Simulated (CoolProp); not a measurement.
The numbers come from the reference Helmholtz-energy equation of state, Akasaka 2019 in CoolProp.

### Question
Give the vapour pressure (kPa), vapour density (kg/m³), liquid cp (kJ/(kg K)), surface tension (mN/m) of saturated R1234ze(Z) at 301.5, 327.5, 353.5 K.

### Answer
| T (K) | p (kPa) | vapour density (kg/m³) | liquid cp (kJ/(kg K)) | surface tension (mN/m) |
|---|---|---|---|---|
| 301.5 | 199 | 9.83 | 1.28 | 12.4 |
| 327.5 | 442 | 21.4 | 1.37 | 9.23 |
| 353.5 | 866 | 42.5 | 1.48 | 6.27 |

Surface tension comes from a separate correlation (Kondou 2015).
